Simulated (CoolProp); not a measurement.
Vapour-liquid equilibrium of n-pentane (1) + the fluoroketone C6F12O (FK-5-1-12) (2) at 394.3 K; x and y are mole fractions of (1).

Model: multi-fluid Helmholtz-energy mixture model, Thol 2019 and McLinden 2015; pair parameters Bell 2016, in CoolProp.

### Question
Give the bubble pressure and the first vapour's composition at x = 0.05, 0.5, 0.8. Is there an azeotrope?

### Answer
x = 0.05: 789.2 kPa, y = 0.099; x = 0.5: 1133 kPa, y = 0.567; x = 0.8: 1125 kPa, y = 0.734. y crosses x between x = 0.575 and 0.65: the model has an azeotrope there.

The pair parameters rest on a limited set of measurements; away from them the model extrapolates.
